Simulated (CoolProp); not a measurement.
Vapour-liquid equilibrium of isobutane (1) + isobutene (2) at 69.45 °C; x and y are mole fractions of (1).

The numbers come from the multi-fluid Helmholtz-energy mixture model, Bücker 2006 and Lemmon 2005; pair parameters Bell 2016 in CoolProp.

```json
[
 {"x": "0.05", "bubble pressure, mixture model (bar)": "9.799", "bubble pressure, Raoult's law (bar)": "9.774", "y, mixture model": "0.056", "y, Raoult's law": "0.055"},
 {"x": "0.2", "bubble pressure, mixture model (bar)": "10.01", "bubble pressure, Raoult's law (bar)": "9.928", "y, mixture model": "0.216", "y, Raoult's law": "0.216"},
 {"x": "0.35", "bubble pressure, mixture model (bar)": "10.19", "bubble pressure, Raoult's law (bar)": "10.08", "y, mixture model": "0.370", "y, Raoult's law": "0.373"},
 {"x": "0.5", "bubble pressure, mixture model (bar)": "10.36", "bubble pressure, Raoult's law (bar)": "10.23", "y, mixture model": "0.519", "y, Raoult's law": "0.525"},
 {"x": "0.65", "bubble pressure, mixture model (bar)": "10.50", "bubble pressure, Raoult's law (bar)": "10.39", "y, mixture model": "0.664", "y, Raoult's law": "0.672"},
 {"x": "0.8", "bubble pressure, mixture model (bar)": "10.62", "bubble pressure, Raoult's law (bar)": "10.54", "y, mixture model": "0.808", "y, Raoult's law": "0.816"},
 {"x": "0.95", "bubble pressure, mixture model (bar)": "10.72", "bubble pressure, Raoult's law (bar)": "10.69", "y, mixture model": "0.952", "y, Raoult's law": "0.955"}
]
```

The largest gap from Raoult's law is +1.3 % in bubble pressure, at x = 0.5. No azeotrope shows between x = 0.05 and 0.95.

Pair parameters are fitted to limited data, so mixtures are less certain than the pure fluids.
